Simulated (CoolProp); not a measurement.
R227EA at several states: fugacity coefficient from the reference equation and from simpler models built on Tc = 101.8 °C, pc = 29.25 bar, ω = 0.358; each cubic takes its own stable root.

Computed with CoolProp (reference Helmholtz-energy equation of state, Lemmon 2016).

```csv
T (°C),p (bar),phase,reference
-28.55,0.27,gas,0.9851
-103.25,0.16,liquid,0.01244
-19.45,54.9,liquid,0.02036
```

### Question
How far does each simpler model (van der Waals, Peng-Robinson) lie from the reference over these 3 states: mean and median of the absolute difference, and the worst?

### Answer
- van der Waals: mean 2783.1 %, median 487.9 %, worst +7860.6 % at -103.25 °C and 0.16 bar
- Peng-Robinson: mean 6.0 %, median 0.3 %, worst +17.3 % at -103.25 °C and 0.16 bar

At some of these states van der Waals gives the other phase, because its saturation line lies elsewhere.
